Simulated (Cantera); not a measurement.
Charge: 1 mol Si, a varied amount of Cl₂, 5.4 mol H₂, at 898 K and 0.220 bar.

Equilibrium computed with Cantera from the NASA thermochemical tables; the gas is ideal and each condensed phase is pure. Candidate condensed phases: Si; 19 gas species. The numbers say what is thermodynamically allowed, not how fast it happens.

Task: What share of the Si ends up in condensed phases as a function of n(Cl₂) (mol), at 0.5, 0.61, 0.74, 0.9, 1.1, 1.3, 1.6, 2, 2.4?

Result: 
| n(Cl₂) (mol) | Si condensed (%) | as |
|---|---|---|
| 0.5 | 73.1 | Si(s) |
| 0.61 | 67.2 | Si(s) |
| 0.74 | 60.2 | Si(s) |
| 0.9 | 51.7 | Si(s) |
| 1.1 | 41.1 | Si(s) |
| 1.3 | 30.5 | Si(s) |
| 1.6 | 14.6 | Si(s) |
| 2 | 0.0 | - |
| 2.4 | 0.0 | - |
